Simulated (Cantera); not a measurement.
Charge: 1 mol SiHCl₃, 420 mol H₂, held at 1.90 mbar.

These are equilibrium values from Cantera (NASA tables, ideal gas, pure condensed phases), not measurements of a reactor. Candidate condensed phases: Si; 19 gas species. Equilibrium is a limit: real reactors are often held back by kinetics, nucleation or transport. All values below are at 1150 K.

Base state: H₂ 0.993, HCl 0.00689, SiCl₂ 0.000105 (mole fractions); condensed: Si(s).

**Question.** What changes in the equilibrium state with this change: SiHCl₃ replaced by CH₃SiH₃?

**Answer.** 
| species | before | after |
|---|---|---|
| H₂ | 0.993 | 1.000 |
| HCl | 0.00689 | 0 |
| SiCl₂ | 0.000105 | 0 |
| Si(s), mol | 0.954 | 0 |
| SiC(s), mol | 0 | 1.000 |
The feed counts by its element totals alone. Further candidate phases: C, C₆H₆, C₇H₈, C₈H₁₈, SiC.
